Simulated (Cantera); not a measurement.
A Cantera script and what it prints.

```python
import numpy as np
import cantera as ct

gas_names = [...]  # 87 gases of nasa_gas.yaml made of C, H, Si
cond_names = """
    C(gr) C6H6(L) C7H8(L) C8H18(L),n-octa Si(cr) Si(L) SiC(b)
""".split()


# ... load() reads the species with a 1 bar reference pressure and builds the phases ...
atoms = {
    'SiH4': {'Si': 1, 'H': 4},
    'CH4': {'C': 1, 'H': 4},
    'H2': {'H': 2},
    'C3H8': {'C': 3, 'H': 8},
}
top_T = {'C(gr)': 4500, 'SiC(b)': 3050}  # K; cautious upper limits of use, not melting points


# ... equilibrate(T, P, feed) seeds the gas with the atoms and calls Mixture.equilibrate('TP', solver="vcs", rtol=1e-11, max_steps=5000) ...
results = []
feed = {'SiH4': 1, 'CH4': 0.029, 'H2': 4.3, 'C3H8': 0.15}  # mol
T = 2423.15  # K
for P in [100, 240, 560, 1300, 3200, 7500, 18000, 42000, 100000]:
    mix = equilibrate(T, P, feed)
    results.append((T, P, feed, dict(zip(mix.species_names, mix.species_moles))))

top = {s: max(r[3][s] / sum(r[3][g] for g in gas_names) for r in results) for s in gas_names}
cols = sorted((s for s in top if top[s] > 0.001), key=lambda s: -top[s])[:8]
seen = [c for c in cond_names if any(r[3].get(c, 0) > 1e-12 for r in results)]
print("log10 of partial pressures in bar; condensed amounts in mol")
print(f"{'P/Pa':>10s}" + "".join(f"{s[:9]:>10s}" for s in cols + seen))
for T, P, feed, n in results:
    ng = sum(n[g] for g in gas_names)
    print(f"{P:10.4g}" + "".join(f"{np.log10(max(n[s] / ng * P / 1e5, 1e-99)):10.3f}" for s in cols)
          + "".join(f"{n.get(c, 0):10.4g}" for c in seen))
```

Output:

```
log10 of partial pressures in bar; condensed amounts in mol
      P/Pa        H2         H        Si      SiC2      Si2C C2H2,acet       SiH     C(gr)     Si(L)    SiC(b)
       100    -3.301    -3.402    -4.093    -4.779    -5.837    -5.412    -6.270   0.04843         0         0
       240    -2.836    -3.169    -3.702    -4.388    -5.055    -4.947    -5.646   0.03823         0         0
       560    -2.412    -2.957    -3.350    -4.036    -4.351    -4.523    -5.082   0.02483         0         0
      1300    -1.993    -2.748    -3.083    -4.168    -4.017    -4.504    -4.606         0         0    0.2934
      3200    -1.570    -2.536    -2.742    -4.509    -3.676    -4.762    -4.053         0         0    0.4036
      7500    -1.173    -2.338    -2.581    -4.670    -3.515    -4.687    -3.694         0    0.1933      0.44
   1.8e+04    -0.772    -2.137    -2.581    -4.670    -3.515    -4.286    -3.493         0     0.384    0.4607
   4.2e+04    -0.393    -1.947    -2.581    -4.670    -3.515    -3.907    -3.303         0    0.4598    0.4687
     1e+05    -0.010    -1.756    -2.581    -4.670    -3.515    -3.524    -3.112         0    0.4932     0.472
```

These are equilibrium values from Cantera (NASA tables, ideal gas, pure condensed phases), not measurements of a reactor. Mutual solubility and eutectic melting of coexisting phases are not modelled. Gases not in the tables: Si2H6 and higher silanes.
